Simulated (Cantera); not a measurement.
A closed system holds: 1 mol Al2O3, 1.3 mol H2O, equilibrated at 2.60 bar.

Method: chemical equilibrium by Gibbs-energy minimisation in Cantera with the NASA 1993 tables (ideal gas, pure condensed phases). Candidate condensed phases: Al, Al2O3, H2O; 19 gas species. Gases not in the tables: Al(OH)3. The numbers say what is thermodynamically allowed, not how fast it happens.

x: gas mole fraction; n: condensed amount in mol.

| T (°C) | x H2O | x H2 | x OH | x O2 | x H | x O | x AlO2H | n Al2O3(s) |
|---|---|---|---|---|---|---|---|---|
| 1102 | 1.000 | 4.26e-5 | 5.86e-6 | 1.98e-5 | 1.39e-8 | … | <1e-12 | 1.00 |
| 1177 | 1.000 | 9.09e-5 | 1.47e-5 | 4.18e-5 | 5.59e-8 | … | 2.94e-12 | 1.00 |
| 1252 | 1.000 | 0.000180 | 3.39e-5 | 8.17e-5 | 1.97e-7 | … | 2.13e-11 | 1.00 |
| 1327 | 0.999 | 0.000336 | 7.20e-5 | 0.000150 | 6.18e-7 | … | 1.28e-10 | 1.00 |
| 1402 | 0.999 | 0.000592 | 0.000143 | 0.000260 | 1.75e-6 | … | 6.50e-10 | 1.00 |
| 1477 | 0.998 | 0.000995 | 0.000268 | 0.000431 | 4.55e-6 | … | 2.87e-9 | 1.00 |
| 1552 | 0.997 | 0.00160 | 0.000476 | 0.000684 | 1.09e-5 | … | 1.12e-8 | 1.00 |
| 1627 | 0.996 | 0.00249 | 0.000807 | 0.00105 | 2.45e-5 | … | 3.89e-8 | 1.00 |
| 1702 | 0.993 | 0.00373 | 0.00131 | 0.00154 | 5.19e-5 | … | 1.23e-7 | 1.00 |
| 1777 | 0.990 | 0.00544 | 0.00206 | 0.00222 | 0.000104 | … | 3.56e-7 | 1.00 |
| 1852 | 0.986 | 0.00772 | 0.00314 | 0.00309 | 0.000198 | … | 9.52e-7 | 1.000 |
| 1927 | 0.980 | 0.0107 | 0.00462 | 0.00422 | 0.000361 | … | 2.38e-6 | 1.000 |
| 2002 | 0.972 | 0.0144 | 0.00663 | 0.00562 | 0.000633 | … | 5.56e-6 | 1.000 |

**Question.** Fill in the missing entries.

**Answer.** 
- 1102, x O: 1.76e-9
- 1177, x O: 8.05e-9
- 1252, x O: 3.17e-8
- 1327, x O: 1.10e-7
- 1402, x O: 3.42e-7
- 1477, x O: 9.63e-7
- 1552, x O: 2.49e-6
- 1627, x O: 5.98e-6
- 1702, x O: 1.34e-5
- 1777, x O: 2.84e-5
- 1852, x O: 5.70e-5
- 1927, x O: 0.000109
- 2002, x O: 0.000199
